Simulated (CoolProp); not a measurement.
A simple Rankine cycle with n-perfluoropentane: condensing at 305.15 K, boiler at 0.743 MPa, turbine inlet 376.5 K, turbine efficiency 0.8, pump efficiency 0.7, no recuperator. Each further row changes one setting.

The numbers come from the reference Helmholtz-energy equation of state, Gao 2022 in CoolProp.

| case | thermal efficiency (%) | net work (kJ/kg) | heat in (kJ/kg) | turbine exit temperature (K) | volume ratio over the turbine |
|---|---|---|---|---|---|
| as stated | 9.4 | 13.6 | 144 | 352.2 | 7.77 |
| turbine inlet 396.5 K | 9.0 | 14.8 | 164 | 373.2 | 7.39 |
| condensing temperature 297.15 K | 10.4 | 15.9 | 152 | 349.3 | 10.5 |
| boiler pressure 0.52 MPa | 7.9 | 11.6 | 148 | 358.4 | 5.01 |
| turbine efficiency 0.7 | 8.2 | 11.8 | 144 | 354.2 | 7.82 |
